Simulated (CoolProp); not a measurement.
Vapour-liquid equilibrium of R1234yf (1) + R227EA (2) at 4.42 bar; x and y are mole fractions of (1).

Values from CoolProp's multi-fluid Helmholtz-energy mixture model, Lemmon 2022 and Lemmon 2016; pair parameters Bell 2016.

Give the bubble temperature and the first vapour's composition at x = 0.2, 0.35, 0.8. Is there an azeotrope?

x = 0.2: 20.9 °C, y = 0.264; x = 0.35: 18.7 °C, y = 0.435; x = 0.8: 12.7 °C, y = 0.852. No azeotrope shows between x = 0.05 and 0.95.

Pair parameters are fitted to limited data, so mixtures are less certain than the pure fluids.
